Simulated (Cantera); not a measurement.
An isothermal, constant-pressure homogeneous reactor starts with 75.8 % NH3, 24.2 % N2, at 2200 K and 0.0263 atm.

Model: the gas-phase N/H chemistry of the illustrative SiF4/NH3 mechanism in the Surface Chemkin manual (1991), integrated in Cantera. Walls and surfaces, which speed up NH3 decomposition in real reactors, are not modelled.

One state of this run: x NH3 = 0.365; x NH2 = 0.00176; x N = 4.22e-6; x NH = 5.56e-5; x N2 = 0.299; x H = 0.000524; x N2H4 = 8.76e-9. x: mole fraction; the columns are a selection and need not sum to one.

**Question.** Which value of t (s) does it belong to?
A) 5.11
B) 0.0849
C) 0.00553
D) 0.000361

**Answer.** B, 0.0849
